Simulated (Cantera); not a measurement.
Input: 1 mol SiC, 0.25 mol Si, 0.071 mol H2, held at 3000 K and 10000 Pa.

Cantera equilibrium calculation (NASA polynomials, part measured and part estimated; ideal gas, pure solids and liquids). Candidate condensed phases: C, C6H6, C7H8, C8H18, Si, SiC; 87 gas species. Gases not in the tables: Si2H6 and higher silanes. Equilibrium is a limit: real reactors are often held back by kinetics, nucleation or transport.

Base state: Si 0.433, SiC2 0.347, Si2C 0.111, H 0.0705, H2 0.0199, Si2 0.00861, C3 0.00288, SiH 0.00270 (mole fractions); condensed: gas only.

### Question
What changes in the equilibrium state with this change: 0.002 mol H2O added?

### Answer
| species | before | after |
|---|---|---|
| Si | 0.433 | 0.433 |
| SiC2 | 0.347 | 0.344 |
| Si2C | 0.111 | 0.110 |
| CO | 0 | 0.00159 |
| H | 0.0705 | 0.0718 |
| H2 | 0.0199 | 0.0207 |
| SiO | 0 | 4.47e-5 |
| SiH2 | 3.69e-5 | 3.82e-5 |
Further candidate phases: H2O, SiO2.
